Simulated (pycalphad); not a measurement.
# Effect of B content in Ti-B

All values are pycalphad results on the COST 507 light-alloy database (1999) (1 atm), not direct measurements. The database dates from 1999; later assessments differ in places, in temperatures and in the compounds included. Amounts are mole fractions of atoms.

```
alloy            liquidus (K)  first solid  solidus (K)   phases at 1200 K
---------------  ------------  -----------  -----------  -----------------
Ti-4.25B (at.%)          1856          bcc         1814  bcc 0.92, BM 0.08
Ti-6.38B (at.%)          1821          bcc         1814  bcc 0.87, BM 0.13
Ti-8.5B (at.%)           1851           BM         1814  bcc 0.83, BM 0.17
Ti-17B (at.%)            1970           BM         1814  bcc 0.66, BM 0.34
Ti-25.5B (at.%)          2124           BM         1814  BM 0.51, bcc 0.49
Ti-34B (at.%)            2359           BM         1814  BM 0.68, bcc 0.32
```

Database names, with the compositions (at.%) that they take in these runs: BM: Ti 50 B 50.
